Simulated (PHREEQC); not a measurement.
Solution (50 °C): 0.0016 mol/kgw CuSO4, 0.082 mol/kgw Cu(NO3)2 and 0.00036 mol/kgw NaCl. Closed to the air; pH follows from the charge balance.

All values are PHREEQC results (ion-association model, phreeqc.dat), not measurements.

The pH is 3.95 and the ionic strength is 0.249 mol/kgw. The specific conductance is 23400 µS/cm. The density is 1.000 g/cm³.

| species | molality | activity | log γ |
|---|---|---|---|
| NO3- | 0.164 | 0.109 | -0.178 |
| Cu+2 | 0.0825 | 0.0241 | -0.534 |
| CuSO4 | 0.000928 | 0.000983 | 0.025 |
| SO4-2 | 0.000667 | 0.000170 | -0.593 |
| Na+ | 0.000360 | 0.000261 | -0.139 |
| Cl- | 0.000300 | 0.000207 | -0.162 |
| H+ | 0.000142 | 0.000111 | -0.107 |
| Cu2(OH)2+2 | 7.18e-5 | 2.01e-5 | -0.552 |
| CuCl+ | 5.99e-5 | 4.14e-5 | -0.160 |
| HSO4- | 4.59e-6 | 3.34e-6 | -0.138 |
| CuOH+ | 3.12e-6 | 2.16e-6 | -0.160 |
| NaSO4- | 3.57e-7 | 2.58e-7 | -0.141 |
| Cu(OH)2 | 3.82e-8 | 4.04e-8 | 0.025 |
| CuCl2 | 5.57e-9 | 5.90e-9 | 0.025 |

Precipitation was switched off in this run. Species that the database lacks are ignored. Away from 25 °C the constants follow the database's enthalpies or fits; those with neither stay at their 25 °C values.
